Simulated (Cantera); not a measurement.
A Cantera script and what it prints.

```python
import numpy as np
import cantera as ct

gas_names = [...]  # 113 gases of nasa_gas.yaml made of C, Cu, H, O
cond_names = """
    C(gr) C6H6(L) C7H8(L) C8H18(L),n-octa Cu(cr) Cu(L) CuO(s) CuO2H2(s) Cu2O(s) Cu2O(L) H2O(s) H2O(L)
""".split()


# ... load() reads the species with a 1 bar reference pressure and builds the phases ...
atoms = {
    'CuO': {'Cu': 1, 'O': 1},
    'CH4': {'C': 1, 'H': 4},
    'H2': {'H': 2},
}
top_T = {'C(gr)': 4500, 'CuO(s)': 1390}  # K; cautious upper limits of use, not melting points


# ... equilibrate(T, P, feed) seeds the gas with the atoms and calls Mixture.equilibrate('TP', solver="vcs", rtol=1e-11, max_steps=5000) ...
results = []
feed = {'CuO': 1, 'CH4': 0.38, 'H2': 8.7}  # mol
T = 1200  # K
P = 1333.22  # Pa
mix = equilibrate(T, P, feed)
results.append((T, P, feed, dict(zip(mix.species_names, mix.species_moles))))
print(gas.report(threshold=0.0001))
for i in range(1, mix.n_phases):
    print(f"{mix.phase(i).name:16s} {mix.phase_moles(i):12.5e} mol")
```

Result:

```
       temperature   1200 K
          pressure   1333.2 Pa
           density   0.00053823 kg/m^3
  mean mol. weight   4.028 kg/kmol
   phase of matter   gas

                          1 kg             1 kmol
                     ---------------   ---------------
          enthalpy        1.9356e+06        7.7967e+06  J
   internal energy       -5.4139e+05       -2.1807e+06  J
           entropy             54113        2.1796e+05  J/K
    Gibbs function       -6.2999e+07       -2.5376e+08  J
 heat capacity c_p            7952.1             32031  J/K
 heat capacity c_v              5888             23716  J/K

                      mass frac. Y      mole frac. X     chem. pot. / RT
                     ---------------   ---------------   ---------------
                CO           0.25588          0.036796           -44.796
               CO2          0.019902         0.0018215            -79.21
                H2           0.45055           0.90019             -22.4
               H2O           0.27366          0.061187           -56.814
     [ +109 minor]        1.5069e-05        2.5757e-06

C(gr)             0.00000e+00 mol
Cu(cr)            9.99991e-01 mol
CuO(s)            0.00000e+00 mol
CuO2H2(s)         0.00000e+00 mol
Cu2O(s)           0.00000e+00 mol
```

Method: chemical equilibrium by Gibbs-energy minimisation in Cantera with the NASA 1993 tables (ideal gas, pure condensed phases).
